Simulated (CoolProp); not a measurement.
Vapour-liquid equilibrium of acetone (1) + methanol (2) at 0.928 bar; x and y are mole fractions of (1).

The numbers come from the multi-fluid Helmholtz-energy mixture model, Lemmon 2006 and de Reuck 1993; pair parameters Bell 2016 in CoolProp.

```tsv
x	bubble temperature (K)	y at the bubble point	dew temperature at overall composition x (K)	liquid density (mol/L)
0.05	333.8	0.106	334.6	22.60
0.2	330.4	0.322	332.3	20.37
0.35	328.4	0.463	330.0	18.48
0.5	327.2	0.576	328.0	16.87
0.65	326.4	0.685	326.6	15.50
0.8	326.1	0.802	326.1	14.31
0.95	326.4	0.943	326.4	13.27
```

y crosses x between x = 0.8 and 0.95: the model has an azeotrope there.

The pair parameters rest on a limited set of measurements; away from them the model extrapolates.
